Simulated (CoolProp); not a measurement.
The numbers come from the reference Helmholtz-energy equation of state, Lemmon 2013 in CoolProp.

Task: Give the vapour pressure (MPa), liquid density (kg/m³), enthalpy of vaporisation (kJ/kg), vapour viscosity (µPa s) of saturated propylene at 183.3, 255.7, 299.2 K.

Result: 
```
T (K)  p (MPa)  liquid density (kg/m³)  enthalpy of vaporisation (kJ/kg)  vapour viscosity (µPa s)
-----  -------  ----------------------  --------------------------------  ------------------------
183.3  0.00886                     660                               482                      5.19
255.7    0.334                     571                               402                      7.23
299.2     1.18                     504                               333                      8.96
```

Viscosity comes from a separate model (Huber 2003), an estimate that may be off by 10 % or more.
